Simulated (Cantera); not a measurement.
An isothermal, constant-pressure homogeneous reactor starts with 22.1 % N2O, 0.464 % H2, 77.4 % N2, at 1598 K and 0.0276 atm.

Cantera simulation using GRI-Mech 3.0 (53 species, 325 reactions); the numbers are that mechanism's predictions, not measurements. GRI-Mech 3.0 was tuned for natural gas; its chemistry of N2O as a main component is partial and can be far from experiment. Radical loss at walls, strong at low pressure, is not modelled. The temperature is held fixed by assumption; the heat of reaction is taken as removed at once.

x: mole fraction; the columns are a selection and need not sum to one.

| t (s) | x N2O | x H2 | x H2O | x H2O2 | x H |
|---|---|---|---|---|---|
| 2.00e-5 | 0.221 | 0.00464 | 9.46e-9 | <1e-12 | 1.84e-7 |
| 7.23e-5 | 0.221 | 0.00464 | 4.99e-7 | 2.17e-12 | 1.37e-6 |
| 0.000262 | 0.221 | 0.00460 | 2.11e-5 | 2.46e-10 | 7.20e-6 |
| 0.000946 | 0.220 | 0.00402 | 0.000480 | ___ | 2.45e-5 |
| 0.00342 | 0.214 | 0.00151 | 0.00293 | ___ | 1.58e-5 |
| 0.0124 | 0.203 | 8.47e-5 | 0.00444 | ___ | 1.81e-6 |
| 0.0447 | 0.170 | 1.54e-6 | 0.00446 | ___ | 1.30e-6 |
| 0.162 | 0.0922 | 1.82e-6 | 0.00430 | 7.17e-10 | 1.77e-6 |
| 0.585 | 0.0113 | 2.71e-6 | 0.00413 | 2.80e-10 | 2.57e-6 |
| 2.11 | 3.71e-5 | 7.24e-7 | 0.00415 | 7.82e-11 | 3.30e-7 |
| 7.65 | 6.51e-7 | 5.98e-7 | 0.00416 | 6.76e-11 | 2.49e-7 |
| 27.7 | 6.45e-7 | 5.98e-7 | 0.00416 | 6.76e-11 | 2.49e-7 |
| 100 | 6.24e-7 | 5.96e-7 | 0.00416 | 6.78e-11 | 2.49e-7 |

What belongs in the gaps?


- 0.000946, x H2O2: 7.92e-9
- 0.00342, x H2O2: 1.32e-8
- 0.0124, x H2O2: 7.09e-9
- 0.0447, x H2O2: 2.42e-9
